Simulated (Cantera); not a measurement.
An isothermal plug-flow reactor at 823 K and 150000 Pa (inlet), inlet velocity 1.8 m/s, active area per volume 2700 1/m; feed 1.30 % H2, 19.0 % O2, 79.0 % N2, 0.700 % H2O, equivalence ratio 0.034.

Detailed kinetics in Cantera: Deutschmann's 1995 Pt surface mechanism with GRI-Mech 3.0 gas chemistry. Catalytic surfaces can have several steady states; this one follows from the mechanism file's or the stated starting coverage. Mass transfer to the wall is taken as infinitely fast.

x: gas mole fraction; θ: surface coverage.

| z (m) | x H2 | x O2 | x H2O | θ free Pt | θ O* | θ OH* |
|---|---|---|---|---|---|---|
| 0.00052 | ? | 0.186 | 0.0179 | 0.0431 | 0.954 | 0.00323 |
| 0.00092 | ? | 0.185 | 0.0191 | 0.0362 | 0.961 | 0.00303 |
| 0.0016 | ? | 0.185 | 0.0198 | 0.0328 | 0.964 | 0.00292 |
| 0.0029 | ? | 0.185 | 0.0201 | 0.0316 | 0.966 | 0.00287 |
| 0.0052 | ? | 0.185 | 0.0201 | 0.0314 | 0.966 | 0.00287 |
| 0.0092 | ? | 0.185 | 0.0201 | 0.0314 | 0.966 | 0.00287 |
| 0.016 | <1e-12 | 0.185 | 0.0201 | 0.0314 | 0.966 | 0.00287 |
| 0.029 | <1e-12 | 0.185 | 0.0201 | 0.0314 | 0.966 | 0.00287 |
| 0.052 | <1e-12 | 0.185 | 0.0201 | 0.0314 | 0.966 | 0.00287 |

**Question.** Some entries are withheld; supply them.

**Answer.** 
- 0.00052, x H2: 0.00219
- 0.00092, x H2: 0.000972
- 0.0016, x H2: 0.000290
- 0.0029, x H2: 3.30e-5
- 0.0052, x H2: 7.51e-7
- 0.0092, x H2: 1.05e-9
